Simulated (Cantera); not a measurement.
Input (Python, Cantera):

```python
import numpy as np
import cantera as ct

gas = ct.Solution("gri30.yaml")


def delay(T, t_max=10):
    gas.TPX = T, 100000, {'H2': 1, 'O2': 0.5, 'N2': 1.55, 'NO': 0.011}
    reactor = ct.IdealGasConstPressureReactor(gas, clone=False)
    net = ct.ReactorNet([reactor])
    net.rtol, net.atol = 1e-8, 1e-16
    while net.time < t_max:
        t_old, T_old = net.time, reactor.T
        net.step()
        if reactor.T > T + 400:  # ignition: a rise of 400 K
            return t_old + (T + 400 - T_old) / (reactor.T - T_old) * (net.time - t_old)
    return np.nan


taus = []
for T in [1250, 1325, 1400, 1475, 1550]:
    taus.append(delay(T))
    print(f"T0 = {T:6g} K   tau = {taus[-1]:.4e} s")

# d ln(tau) / d ln(k), from doubling and halving each rate constant
T, sens = 1550, []
for i in range(gas.n_reactions):
    gas.set_multiplier(2.0, i)
    up = delay(T)
    gas.set_multiplier(0.5, i)
    down = delay(T)
    gas.set_multiplier(1.0, i)
    sens.append((np.log(up / down) / np.log(4.0), gas.reaction(i).equation))
sens.sort(key=lambda x: -abs(x[0]))
print(f"sensitivities at {T} K")
for s, eq in sens[:10]:
    print(f"{s:8.3f}  {eq}")
```

Result:

```
T0 =   1250 K   tau = 3.2525e-05 s
T0 =   1325 K   tau = 2.4229e-05 s
T0 =   1400 K   tau = 1.9250e-05 s
T0 =   1475 K   tau = 1.6209e-05 s
T0 =   1550 K   tau = 1.4383e-05 s
sensitivities at 1550 K
  -0.427  H + O2 <=> O + OH
  -0.122  H + O2 + H2O <=> HO2 + H2O
  -0.113  H2 + O <=> H + OH
  -0.081  H + OH + M <=> H2O + M
  -0.068  H2 + OH <=> H + H2O
  -0.049  H + HO2 <=> H2 + O2
  -0.039  2 H + H2O <=> H2 + H2O
  -0.028  H + O2 + N2 <=> HO2 + N2
  -0.027  H + O2 + M <=> HO2 + M
  -0.018  2 H + M <=> H2 + M
```

Model: GRI-Mech 3.0 (53 species, 325 reactions), integrated in Cantera. The mechanism lacks 2 NO + O2 → 2 NO2 and HONO, so NO2 and the effect of NO are under-described below about 1400 K. Where the delays flatten at high temperature, the 400 K rule measures the pace of heat release, not the induction time.
